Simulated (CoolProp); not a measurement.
Computed with CoolProp (reference Helmholtz-energy equation of state, Akasaka 2015).

### Question
For R245fa, give the phase and the viscosity (µPa s), conductivity (mW/(m K)), fugacity coefficient at 156.25 °C and 1.7 MPa; 36.35 °C and 6.66 MPa.

### Answer
- 156.25 °C and 1.7 MPa: gas; viscosity 17.7, conductivity 29.0, fugacity coefficient 0.851
- 36.35 °C and 6.66 MPa: liquid; viscosity 380, conductivity 91.8, fugacity coefficient 0.0401

Viscosity comes from a separate model (Bell 2016), an estimate that may be off by 10 % or more. Thermal conductivity comes from a separate model (Huber 2003), an estimate that may be off by 10 % or more.
